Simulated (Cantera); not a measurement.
A closed system holds: 1 mol TiO₂, a varied amount of Cl₂, 37 mol H₂, held at 0.00180 bar.

Method: chemical equilibrium by Gibbs-energy minimisation in Cantera with the NASA 1993 tables (ideal gas, pure condensed phases). Candidate condensed phases: H₂O, Ti, TiCl₂, TiCl₃, TiCl₄, TiO, TiO₂, Ti₂O₃, Ti₃O₅, Ti₄O₇; 23 gas species. Mutual solubility and eutectic melting of coexisting phases are not modelled. The tables' values for TiCl₂ are old estimates. Condensed phases not in the tables: Magnéli phases beyond Ti₄O₇. The numbers say what is thermodynamically allowed, not how fast it happens.

What condenses at these points (T in °C, n(Cl₂) in mol): (1277, 3.6); (1252, 5.1); (1327, 29); (1477, 41); (1377, 0.88); (1352, 14); (1402, 7.2); (1152, 0.62)?


| T (°C) | n(Cl₂) in mol | condensed phases | Ti condensed (%) |
|---|---|---|---|
| 1277 | 3.6 | Ti₄O₇ | 100.0 |
| 1252 | 5.1 | Ti₄O₇ | 100.0 |
| 1327 | 29 | TiO₂ + Ti₄O₇ | 97.4 |
| 1477 | 41 | TiO₂ | 91.5 |
| 1377 | 0.88 | Ti₃O₅ | 100.0 |
| 1352 | 14 | Ti₃O₅ + Ti₄O₇ | 99.6 |
| 1402 | 7.2 | Ti₃O₅ | 99.9 |
| 1152 | 0.62 | Ti₄O₇ | 100.0 |
